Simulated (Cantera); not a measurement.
Mixture: H2 : O2 : N2 = 1 : 0.312 : 1.17 (molar parts), at 16.0 bar, adiabatic and at constant volume. Ignition delay is the time to a rise of 400 K.

Model: GRI-Mech 3.0 (53 species, 325 reactions), integrated in Cantera. The hydrogen kinetics of GRI-Mech 3.0 are dated; newer H2 mechanisms differ, most at raised pressure. The pressure lies above the range GRI-Mech 3.0 was tuned for (to about 10 atm). Below about 950 K walls govern HO2 and H2O2 in real vessels.

Task: What does this change do: H2 1 to 0.36 parts?

Result: 
```
quantity                                                before       after
--------------------------------------------------  ----------  ----------
delay at 875 K                                         0.122 s     0.208 s
delay at 975 K                                         9.15 ms     15.2 ms
delay at 1075 K                                        1.07 ms     1.68 ms
delay at 1175 K                                       0.149 ms    0.216 ms
apparent activation energy between 1125 and 1225 K  230 kJ/mol  240 kJ/mol
```

Task: What does this change do: pressure from 16.0 bar to 10.0 bar?

Result: 
```
quantity                                                before       after
--------------------------------------------------  ----------  ----------
delay at 875 K                                         0.122 s     0.164 s
delay at 975 K                                         9.15 ms     11.9 ms
delay at 1075 K                                        1.07 ms     1.23 ms
delay at 1175 K                                       0.149 ms    0.118 ms
apparent activation energy between 1125 and 1225 K  230 kJ/mol  310 kJ/mol
```

Task: What does this change do: pressure from 16.0 bar to 1.00 bar?

Result: 
```
quantity                                                before      after
--------------------------------------------------  ----------  ---------
delay at 875 K                                         0.122 s    0.524 s
delay at 975 K                                         9.15 ms   0.885 ms
delay at 1075 K                                        1.07 ms   0.116 ms
delay at 1175 K                                       0.149 ms    54.7 µs
apparent activation energy between 1125 and 1225 K  230 kJ/mol  70 kJ/mol
```
